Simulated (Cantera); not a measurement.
A freely propagating, adiabatic, planar premixed flame of C3H8 : O2 : N2 : CO2 = 1 : 5 : 18.8 : 6.8 (molar parts), equivalence ratio 1.0, unburnt at 525 K and 1650 Torr; mixture-averaged transport, grid criteria slope 0.08 and curve 0.16, no radiation.

Model: GRI-Mech 3.0 (53 species, 325 reactions), integrated in Cantera. GRI-Mech 3.0 was tuned for natural gas; its chemistry of propane as a main component is partial and can be far from experiment. Burning velocities carry a grid error of a few per cent, more on coarse grids.

What does this change do: C3H8 1 to 0.78 parts?


```
quantity                     before      after
------------------------  ---------  ---------
laminar burning velocity  28.6 cm/s  20.5 cm/s
thermal thickness          0.350 mm   0.427 mm
peak x(CO)                   0.0478     0.0286
peak x(O)                   0.00118   0.000899
```

What does this change do: C3H8 1 to 1.3 parts?


```
quantity                     before      after
------------------------  ---------  ---------
laminar burning velocity  28.6 cm/s  20.5 cm/s
thermal thickness          0.350 mm   0.410 mm
peak x(CO)                   0.0478     0.0815
peak x(O)                   0.00118   0.000305
```
